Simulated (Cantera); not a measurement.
An isothermal, constant-pressure homogeneous reactor starts with 34.2 % CH4, 65.8 % N2, at 1500 K and 2100 Pa.

Detailed kinetics in Cantera: GRI-Mech 3.0 (53 species, 325 reactions). GRI-Mech 3.0 stops at C3 and has no aromatics, soot or wall deposition, so with more carbon than oxygen in the feed, carbon stays in small species such as C2H2 where larger ones or solid carbon would form. Radical loss at walls, strong at low pressure, is not modelled.

x: mole fraction; the columns are a selection and need not sum to one.

| t (s) | x CH4 | x C2H | x C2H6 | x CH2 | x C2H4 |
|---|---|---|---|---|---|
| 2.00e-5 | 0.342 | <1e-12 | <1e-12 | <1e-12 | <1e-12 |
| 8.66e-5 | 0.342 | <1e-12 | <1e-12 | <1e-12 | <1e-12 |
| 0.000375 | 0.342 | <1e-12 | 4.50e-11 | 1.07e-12 | 4.70e-11 |
| 0.00162 | 0.342 | <1e-12 | 3.67e-9 | 1.83e-11 | 4.99e-9 |
| 0.00702 | 0.342 | <1e-12 | 2.63e-7 | 3.24e-10 | 4.22e-7 |
| 0.0304 | 0.342 | <1e-12 | ___ | ___ | ___ |
| 0.132 | 0.338 | 5.58e-11 | 0.000161 | 3.77e-8 | 0.00121 |
| 0.570 | 0.295 | 2.68e-9 | 0.000229 | 5.92e-8 | 0.00699 |
| 2.47 | ___ | ___ | ___ | ___ | ___ |
| 10.7 | 0.0823 | 2.14e-8 | 1.45e-5 | 1.80e-8 | 0.000524 |
| 46.2 | 0.0150 | 3.93e-8 | 8.12e-7 | 7.26e-9 | 0.000281 |
| 200 | 0.00250 | 4.69e-8 | 3.70e-8 | 1.63e-9 | 0.000284 |

**Question.** Fill in the missing entries.

**Answer.** 
- 0.0304, x C2H6: 1.22e-5
- 0.0304, x CH2: 4.80e-9
- 0.0304, x C2H4: 3.01e-5
- 2.47, x CH4: 0.198
- 2.47, x C2H: 1.02e-8
- 2.47, x C2H6: 7.57e-5
- 2.47, x CH2: 3.29e-8
- 2.47, x C2H4: 0.00222
